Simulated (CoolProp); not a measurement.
A single-stage vapour-compression cycle with chlorine: evaporating at 201.15 K (dew point), condensing at 224.15 K (bubble point), superheat 10 K, subcooling 2 K, compressor efficiency 0.65, no pressure losses. Each further row changes one setting.

The numbers come from the reference Helmholtz-energy equation of state, Thol 2021 in CoolProp.

```
case                              cooling COP  pressure ratio  discharge temperature (K)  refrigerating effect (kJ/kg)  volumetric capacity (kJ/m³)
--------------------------------  -----------  --------------  -------------------------  ----------------------------  ---------------------------
as stated                                4.89            3.77                      338.3                           292                          156
evaporating temperature 206.15 K         6.60             [?]                      311.6                           294                          [?]
condensing temperature 219.15 K           [?]            2.90                      310.5                           297                          159
subcooling 7 K                           4.97            3.77                      338.3                           297                          159
superheat 20 K                           4.74            3.77                      353.2                           297                          [?]
compressor efficiency 0.55                [?]            3.77                        [?]                           292                          156
```

Q: Complete the blanks.

A: 
- evaporating temperature 206.15 K, pressure ratio: 2.74
- evaporating temperature 206.15 K, volumetric capacity (kJ/m³): 212
- condensing temperature 219.15 K, cooling COP: 6.40
- superheat 20 K, volumetric capacity (kJ/m³): 152
- compressor efficiency 0.55, cooling COP: 4.14
- compressor efficiency 0.55, discharge temperature (K): 360.3
